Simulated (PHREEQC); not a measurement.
Consider water at 25 °C with 0.0064 mol Na2CO3 per kg of water. Closed to the air; pH follows from the charge balance.

Equilibrium calculation in PHREEQC: Pitzer model, pitzer.dat.

Each row changes one thing in this solution. No solid was allowed to form.

```json
[
 {"case": "as made", "pH": "10.91", "ionic strength (mol/kgw)": "0.0183", "CO3-2 (mol/kgw)": "0.00547", "HCO3- (mol/kgw)": "0.000933", "SI of Nahcolite (NaHCO3)": "-4.61", "SI of Natron (Na2CO3:10H2O)": "-5.57"},
 {"case": "Na2CO3 from 0.0064 to 0.0032 mol/kgw", "pH": "10.77", "ionic strength (mol/kgw)": "0.00894", "CO3-2 (mol/kgw)": "0.00254", "HCO3- (mol/kgw)": "0.000664", "SI of Nahcolite (NaHCO3)": "-5.03", "SI of Natron (Na2CO3:10H2O)": "-6.41"},
 {"case": "Na2CO3 from 0.0064 to 0.032 mol/kgw", "pH": "11.17", "ionic strength (mol/kgw)": "0.0941", "CO3-2 (mol/kgw)": "0.0301", "HCO3- (mol/kgw)": "0.00192", "SI of Nahcolite (NaHCO3)": "-3.69", "SI of Natron (Na2CO3:10H2O)": "-3.76"},
 {"case": "Na2CO3 from 0.0064 to 0.0128 mol/kgw", "pH": "…", "ionic strength (mol/kgw)": "0.0371", "CO3-2 (mol/kgw)": "0.0115", "HCO3- (mol/kgw)": "0.00128", "SI of Nahcolite (NaHCO3)": "-4.20", "SI of Natron (Na2CO3:10H2O)": "-4.77"},
 {"case": "diluted 10-fold with water", "pH": "10.41", "ionic strength (mol/kgw)": "0.00165", "CO3-2 (mol/kgw)": "0.000369", "HCO3- (mol/kgw)": "0.000271", "SI of Nahcolite (NaHCO3)": "-6.09", "SI of Natron (Na2CO3:10H2O)": "…"}
]
```

What belongs in the gaps?


- Na2CO3 from 0.0064 to 0.0128 mol/kgw, pH: 11.03
- diluted 10-fold with water, SI of Natron (Na2CO3:10H2O): -8.51
